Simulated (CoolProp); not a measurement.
Properties of n-decane along the isobar 2.71 MPa (Tc = 344.5 °C, pc = 2.101 MPa, ω = 0.488).

The numbers come from the reference Helmholtz-energy equation of state, Lemmon 2006 in CoolProp. It is a short technical equation, of lower accuracy than the large ones.

```csv
T (°C),phase,isothermal compressibility (1/MPa),fugacity coefficient
65.85,liquid,0.001443,0.0009233
72.95,liquid,0.001520,0.001306
80.05,liquid,0.001602,0.001814
87.05,liquid,0.001688,0.002469
94.15,liquid,0.001782,0.003324
101.25,liquid,0.001882,0.004410
108.25,liquid,0.001989,0.005750
115.35,liquid,0.002105,0.007432
122.45,liquid,0.002231,0.009490
129.55,liquid,0.002367,(withheld)
136.55,liquid,(withheld),0.01492
143.65,liquid,(withheld),0.01845
```

### Question
Some entries are withheld; supply them.

### Answer

- 129.55, fugacity coefficient: 0.01198
- 136.55, isothermal compressibility (1/MPa): 0.002512
- 143.65, isothermal compressibility (1/MPa): 0.002672
